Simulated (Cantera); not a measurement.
A freely propagating, adiabatic, planar premixed flame of 45.7 % H₂, 11.4 % O₂, 42.9 % N₂, equivalence ratio 2.0, unburnt at 598 K and 0.550 bar; mixture-averaged transport, grid criteria slope 0.08 and curve 0.16, no radiation.

Computed with Cantera and the H2/O2 subset of GRI-Mech 3.0, which has no nitrogen chemistry. Burning velocities carry a grid error of a few per cent, more on coarse grids.

Task: Predict: laminar burning velocity; thermal thickness; peak x(H₂O₂); peak x(H); peak x(HO₂).

Result: 
| Property | Result |
|---|---|
| laminar burning velocity | 844 cm/s |
| thermal thickness | 0.982 mm |
| peak x(H₂O₂) | 3.96e-6 |
| peak x(H) | 0.108 |
| peak x(HO₂) | 0.000153 |
